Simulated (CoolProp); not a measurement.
Vapour-liquid equilibrium of C2F6 (R116) (1) + R22 (2) at -4.45 °C; x and y are mole fractions of (1).

Values from CoolProp's multi-fluid Helmholtz-energy mixture model, Lemmon 2006 and Kamei 1995; pair parameters Bell 2016.

| x | bubble pressure, mixture model (kPa) | bubble pressure, Raoult's law (kPa) | y, mixture model | y, Raoult's law |
|---|---|---|---|---|
| 0.05 | 643.2 | 490.1 | ? | 0.167 |
| 0.125 | 878.2 | 580.6 | 0.517 | 0.352 |
| 0.2 | ? | 671.1 | 0.599 | 0.488 |
| 0.275 | 1151 | 761.6 | 0.647 | 0.591 |
| 0.35 | 1233 | 852.1 | ? | 0.672 |
| 0.425 | 1298 | 942.6 | 0.706 | 0.738 |
| 0.5 | ? | 1033 | 0.730 | 0.792 |
| 0.575 | 1408 | 1124 | 0.755 | 0.837 |
| 0.65 | ? | 1214 | 0.782 | 0.876 |
| 0.725 | ? | 1305 | 0.815 | 0.909 |
| 0.8 | 1554 | 1395 | 0.853 | 0.938 |
| 0.875 | 1594 | 1486 | 0.900 | 0.964 |
| 0.95 | 1624 | 1576 | 0.956 | 0.986 |

Question: Fill in the missing entries.

Answer: 
- 0.05, y, mixture model: 0.331
- 0.2, bubble pressure, mixture model (kPa): 1039
- 0.35, y, mixture model: 0.679
- 0.5, bubble pressure, mixture model (kPa): 1355
- 0.65, bubble pressure, mixture model (kPa): 1458
- 0.725, bubble pressure, mixture model (kPa): 1508

The largest gap from Raoult's law is +54.8 % in bubble pressure, at x = 0.2. No azeotrope shows between x = 0.05 and 0.95.

The pair parameters rest on a limited set of measurements; away from them the model extrapolates. With so large a gap from Raoult's law the liquid may split in two, which this calculation doesn't test in full.
